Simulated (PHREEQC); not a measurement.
**Polishing slurry liquid**

Solution (25 °C): 0.048 mol/kgw H2SO4, 3.3e-06 mol/kgw H4SiO4 and 0.0016 mol/kgw KH2PO4. Closed to the air; pH follows from the charge balance.

Equilibrium calculation in PHREEQC: ion-association model, phreeqc.dat.

This is a speciation only: nothing precipitates in the calculation.

**Question.** Predict the pH, density.

**Answer.** pH 1.30; density 1.000 g/cm³.

**Question.** In which forms is P present?

**Answer.** H3PO4 85 %, H2PO4- 15 % of the P.
